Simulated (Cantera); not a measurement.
A diamond (100) surface in a fixed gas of H2 with x(CH4) = 0.014, x(H) = 0.0041, at 1225 K, 29.3 Torr; coverages are run to steady state.

Detailed kinetics in Cantera: the Harris–Goodwin 1993 mechanism for the reconstructed diamond (100) surface.

θ: site fractions in the mechanism's names (c6HH fully hydrogenated, c6H* and c6*H radical sites, c6** diradical, c6HM methylated).

| x(CH3) | growth (µm/h) | θ c6HH | θ c6H* | θ c6*H | θ c6** | θ c6HM |
|---|---|---|---|---|---|---|
| 1e-06 | 0.00874 | 0.429 | 0.0409 | 0.499 | 0.0319 | (withheld) |
| 2.4e-06 | 0.0210 | 0.428 | 0.0409 | 0.499 | 0.0319 | (withheld) |
| 6e-06 | 0.0524 | 0.428 | 0.0409 | 0.499 | 0.0319 | (withheld) |
| 1.5e-05 | 0.131 | 0.428 | 0.0409 | 0.499 | 0.0319 | (withheld) |
| 3.6e-05 | 0.314 | 0.428 | 0.0409 | 0.498 | 0.0318 | (withheld) |
| 8.8e-05 | 0.765 | 0.428 | 0.0408 | 0.498 | 0.0317 | (withheld) |
| 0.00022 | 1.90 | 0.427 | 0.0408 | 0.497 | 0.0314 | (withheld) |
| 0.00053 | 4.51 | 0.426 | 0.0406 | 0.495 | 0.0308 | (withheld) |
| 0.0013 | 10.7 | 0.422 | 0.0401 | 0.489 | 0.0292 | (withheld) |

Question: Complete the blanks.

Answer: 
- 1e-06, θ c6HM: 7.53e-6
- 2.4e-06, θ c6HM: 1.81e-5
- 6e-06, θ c6HM: 4.52e-5
- 1.5e-05, θ c6HM: 0.000113
- 3.6e-05, θ c6HM: 0.000271
- 8.8e-05, θ c6HM: 0.000660
- 0.00022, θ c6HM: 0.00164
- 0.00053, θ c6HM: 0.00392
- 0.0013, θ c6HM: 0.00936
